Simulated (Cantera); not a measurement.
A closed system holds: 1 mol Si3N4, 2.5 mol HCl, equilibrated at 875 K and 100000 Pa.

Method: chemical equilibrium by Gibbs-energy minimisation in Cantera with the NASA 1993 tables (ideal gas, pure condensed phases). Candidate condensed phases: NH4Cl, Si, Si3N4; 28 gas species. The numbers say what is thermodynamically allowed, not how fast it happens.

Base state: H2 0.367, HCl 0.326, SiCl4 0.183, N2 0.123, SiHCl3 0.000452, NH3 0.000116 (mole fractions); condensed: Si3N4(s).

### Question
What changes in the equilibrium state with this change: temperature from 875 K to 1248.15 K?

### Answer
```json
[
 {"species": "HCl", "before": "0.326", "after": "0.405"},
 {"species": "H2", "before": "0.367", "after": "0.322"},
 {"species": "SiCl4", "before": "0.183", "after": "0.157"},
 {"species": "N2", "before": "0.123", "after": "0.109"},
 {"species": "SiCl2", "before": "1.34e-9", "after": "0.000136"},
 {"species": "SiCl3", "before": "2.06e-6", "after": "0.00172"},
 {"species": "SiH2Cl2", "before": "1.02e-7", "after": "1.68e-5"},
 {"species": "NH3", "before": "0.000116", "after": "9.29e-6"},
 {"species": "SiHCl3", "before": "0.000452", "after": "0.00441"},
 {"species": "Si3N4(s), mol", "before": "0.856", "after": "0.871"}
]
```
The tables' values for SiCl3 are old estimates; treat these amounts as uncertain.
